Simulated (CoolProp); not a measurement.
The numbers come from the reference Helmholtz-energy equation of state, Eisenbach 2021 in CoolProp.

Task: For propylene glycol, give the phase and the cp (kJ/(kg K)), speed of sound (m/s) at 346.85 °C and 0.115 bar; 346.85 °C and 0.597 bar; 346.85 °C and 3.09 bar.

Result: 
- 346.85 °C and 0.115 bar: gas; cp 2.99, speed of sound 265
- 346.85 °C and 0.597 bar: gas; cp 3.00, speed of sound 264
- 346.85 °C and 3.09 bar: gas; cp 3.02, speed of sound 261
